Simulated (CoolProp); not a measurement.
Vapour-liquid equilibrium of dimethyl ether (1) + R236FA (2) at 4.64 kPa; x and y are mole fractions of (1).

Computed with CoolProp (multi-fluid Helmholtz-energy mixture model, Wu 2011 and Pan 2012; pair parameters Bell 2016).

```tsv
x	bubble temperature, mixture model (K)	bubble temperature, Raoult's law (K)	y, mixture model	y, Raoult's law
0.05	[?]	213.9	0.075	0.183
0.2	214.0	208.9	0.331	0.533
0.35	211.1	205.0	[?]	0.723
0.5	207.1	202.0	[?]	0.836
0.65	[?]	199.5	0.930	0.908
0.8	[?]	197.3	[?]	0.957
0.95	[?]	195.5	0.998	0.991
```

**Question.** What belongs in the gaps?

**Answer.** 
- 0.05, bubble temperature, mixture model (K): 215.6
- 0.35, y, mixture model: 0.600
- 0.5, y, mixture model: 0.811
- 0.65, bubble temperature, mixture model (K): 202.6
- 0.8, bubble temperature, mixture model (K): 198.6
- 0.8, y, mixture model: 0.981
- 0.95, bubble temperature, mixture model (K): 195.7

The largest gap from Raoult's law is +6.1 K in bubble temperature, at x = 0.35. No azeotrope shows between x = 0.05 and 0.95.

Pair parameters are fitted to limited data, so mixtures are less certain than the pure fluids.
